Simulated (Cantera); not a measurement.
Charge: 1 mol SiHCl₃, 0.93 mol NH₃, 12 mol H₂, held at 24000 Pa.

These are equilibrium values from Cantera (NASA tables, ideal gas, pure condensed phases), not measurements of a reactor. Candidate condensed phases: NH₄Cl, Si, Si₃N₄; 28 gas species. The tables' values for SiCl₃ are old estimates; treat these amounts as uncertain. The numbers say what is thermodynamically allowed, not how fast it happens. All values below are at 1575 K.

Base state: H₂ 0.832, HCl 0.136, SiCl₂ 0.0227, N₂ 0.00484, SiCl₃ 0.00261, SiCl₄ 0.000786, SiHCl₃ 0.000642, SiH₂Cl₂ 8.66e-5 (mole fractions); condensed: Si₃N₄(s).

Problem. What changes in the equilibrium state with this change: NH₃ from 0.93 to 0.62 mol?

Solution. 
| species | before | after |
|---|---|---|
| H₂ | 0.832 | 0.841 |
| HCl | 0.136 | 0.118 |
| SiCl₂ | 0.0227 | 0.0334 |
| N₂ | 0.00484 | 0.00177 |
| SiH₂Cl₂ | 8.66e-5 | 0.000129 |
| SiHCl₃ | 0.000642 | 0.000821 |
| SiCl₃ | 0.00261 | 0.00332 |
| Cl | 1.00e-5 | 8.69e-6 |
| Si₃N₄(s), mol | 0.195 | 0.142 |
